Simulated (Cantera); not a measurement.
A freely propagating, adiabatic, planar premixed flame of 43.1 % H2, 12.0 % O2, 44.9 % N2, unburnt at 325 K and 0.133 bar; mixture-averaged transport, grid criteria slope 0.08 and curve 0.16, no radiation.

Model: the H2/O2 subset of GRI-Mech 3.0, which has no nitrogen chemistry, integrated in Cantera. Burning velocities carry a grid error of a few per cent, more on coarse grids.

Predict: laminar burning velocity; thermal thickness; peak x(O); peak x(HO2); peak x(H2O2).


```json
{
  "laminar_burning_velocity": "275 cm/s",
  "thermal_thickness": "5.10 mm",
  "peak x(O)": "0.00483",
  "peak x(HO2)": "0.000125",
  "peak x(H2O2)": "3.83e-5"
}
```
